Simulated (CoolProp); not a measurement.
R227EA along the isotherm 475 K: fugacity coefficient from the reference equation and from simpler models built on Tc = 374.9 K, pc = 29.25 bar, ω = 0.358; each cubic takes its own stable root.

Values from CoolProp's reference Helmholtz-energy equation of state, Lemmon 2016.

| p (bar) | phase | reference |
|---|---|---|
| 6.65 | gas | 0.9679 |
| 13.3 | gas | 0.9368 |
| 19.9 | gas | 0.9069 |
| 26.6 | gas | 0.8775 |
| 33.2 | supercritical | 0.8495 |
| 39.9 | supercritical | 0.8221 |
| 46.5 | supercritical | 0.7961 |
| 53.2 | supercritical | 0.7709 |
| 59.8 | supercritical | 0.7474 |
| 66.5 | supercritical | 0.7249 |
| 73.1 | supercritical | 0.7043 |

Question: How far does each simpler model (Redlich-Kwong, Soave-Redlich-Kwong) lie from the reference over these 11 states: mean and median of the absolute difference, and the worst?

Answer: 
- Redlich-Kwong: mean 3.8 %, median 3.8 %, worst -6.9 % at 475 K and 73.1 bar
- Soave-Redlich-Kwong: mean 1.8 %, median 1.6 %, worst +4.0 % at 475 K and 73.1 bar
